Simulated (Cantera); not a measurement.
Input (Python, Cantera):

```python
import numpy as np
import cantera as ct

gas = ct.Solution("h2o2.yaml")
gas.TPX = 525, 46000, {'H2': 1, 'O2': 0.385, 'N2': 1.65}
flame = ct.FreeFlame(gas, width=0.069)
flame.set_refine_criteria(ratio=3, slope=0.08, curve=0.16)
flame.transport_model = "mixture-averaged"
flame.solve(loglevel=0, auto=True)
flame.transport_model = "multicomponent"
flame.soret_enabled = False
flame.solve(loglevel=0, refine_grid=True)
z, T = flame.grid, flame.T
thick = (T[-1] - T[0]) / np.gradient(T, z).max()
show = ['H2', 'O2', 'H2O2', 'OH', 'O', 'HO2']
print(f"laminar burning velocity  {flame.velocity[0] * 100:.3f} cm/s")
print(f"burnt temperature         {T[-1]:.1f} K")
print(f"thermal thickness         {thick * 1e3:.4f} mm")
print(f"grid points               {len(z)}")
z0 = z[flame.heat_release_rate.argmax()]
print(f"{'z/mm':>9s}{'T/K':>9s}{'u/(m/s)':>9s}" + "".join(f"{s:>11s}" for s in show))
rows = []
for k in (-3, -2, -1.5, -1, -0.5, -0.25, 0, 0.25, 0.5, 1, 2, 4, 8):
    zz = z0 + k * thick
    rows.append([k * thick, np.interp(zz, z, T), np.interp(zz, z, flame.velocity),
                 *(np.interp(zz, z, flame.X[gas.species_index(s)]) for s in show)])
    print(f"{rows[-1][0] * 1e3:9.3f}{rows[-1][1]:9.1f}{rows[-1][2]:9.3f}" + "".join(f"{x:11.3e}" for x in rows[-1][3:]))
```

It prints:

```
laminar burning velocity  556.983 cm/s
burnt temperature         2363.8 K
thermal thickness         1.2437 mm
grid points               140
     z/mm      T/K  u/(m/s)         H2         O2       H2O2         OH          O        HO2
   -3.731    525.0    5.570  3.295e-01  1.269e-01 -3.991e-17  1.409e-18  6.094e-17  4.526e-14
   -2.487    525.0    5.570  3.295e-01  1.269e-01  5.045e-15  5.868e-16  2.779e-14  1.157e-11
   -1.866    525.0    5.570  3.295e-01  1.269e-01  1.444e-13  1.812e-14  8.483e-13  3.098e-10
   -1.244    525.0    5.570  3.295e-01  1.269e-01  9.162e-11  1.499e-11  3.889e-10  1.027e-07
   -0.622    532.6    5.641  3.280e-01  1.268e-01  1.985e-06  2.579e-05  4.130e-06  1.261e-04
   -0.311    708.9    7.397  3.036e-01  1.219e-01  1.007e-05  5.768e-04  1.891e-04  1.102e-04
    0.000   1140.4   11.499  1.914e-01  8.313e-02  1.651e-06  2.523e-03  4.564e-03  4.004e-05
    0.311   1445.1   14.358  9.083e-02  2.498e-02  1.479e-06  6.936e-03  8.646e-03  1.114e-05
    0.622   1574.7   15.534  7.628e-02  1.311e-02  1.051e-06  9.010e-03  8.253e-03  5.321e-06
    1.244   1711.4   16.731  7.820e-02  9.905e-03  6.139e-07  1.068e-02  7.218e-03  3.521e-06
    2.487   1857.1   17.966  8.125e-02  7.584e-03  3.208e-07  1.171e-02  5.672e-03  2.387e-06
    4.975   1998.7   19.129  8.292e-02  5.278e-03  1.702e-07  1.170e-02  3.945e-03  1.535e-06
    9.949   2127.3   20.155  8.352e-02  3.217e-03  9.522e-08  1.048e-02  2.363e-03  9.259e-07
```

Model: the H2/O2 subset of GRI-Mech 3.0, which has no nitrogen chemistry, integrated in Cantera. Burning velocities carry a grid error of a few per cent, more on coarse grids.
